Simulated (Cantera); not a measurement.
A closed system holds: 1 mol Cu, 1.4 mol NH₃, 8.8 mol N₂, held at 1575 K.

These are equilibrium values from Cantera (NASA tables, ideal gas, pure condensed phases), not measurements of a reactor. Candidate condensed phases: Cu; 11 gas species. Equilibrium is a limit: real reactors are often held back by kinetics, nucleation or transport.

**Question.** Which condensed phases are stable at each of these points (P (Pa)): 10, 41, 160, 670, 2700, 11000, 45000, 180000, 740000, 3000000?

**Answer.** 
```csv
P (Pa),condensed phases,Cu condensed (%)
10,gas only,0.0
41,Cu(l),17.0
160,Cu(l),79.8
670,Cu(l),95.2
2700,Cu(l),98.8
11000,Cu(l),99.7
45000,Cu(l),99.9
180000,Cu(l),100.0
740000,Cu(l),100.0
3000000,Cu(l),100.0
```

At 10.0 Pa nothing is condensed. From 41.0 Pa to 30.0 bar the condensed part is Cu(l).
